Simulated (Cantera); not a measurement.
A closed system holds: 1 mol SiH₄, 0.73 mol HCl, 150 mol H₂, held at 1377 °C and 1.33 mbar.

Cantera equilibrium calculation (NASA polynomials, part measured and part estimated; ideal gas, pure solids and liquids). Candidate condensed phases: Si; 19 gas species. Equilibrium is a limit: real reactors are often held back by kinetics, nucleation or transport.

Base state: H₂ 0.993, HCl 0.00460, H 0.00248, Si 0.000201, SiCl₂ 7.59e-5, SiH 1.34e-5 (mole fractions); condensed: Si(s).

**Question.** What changes in the equilibrium state with this change: temperature from 1377 °C to 1002 °C?

**Answer.** 
```json
[
 {"species": "H₂", "before": "0.993", "after": "0.995"},
 {"species": "HCl", "before": "0.00460", "after": "0.00467"},
 {"species": "SiCl₂", "before": "7.59e-5", "after": "5.67e-5"},
 {"species": "H", "before": "0.00248", "after": "2.01e-5"},
 {"species": "Si", "before": "0.000201", "after": "1.45e-8"},
 {"species": "SiH", "before": "1.34e-5", "after": "5.03e-9"},
 {"species": "Si(s), mol", "before": "0.953", "after": "0.991"}
]
```
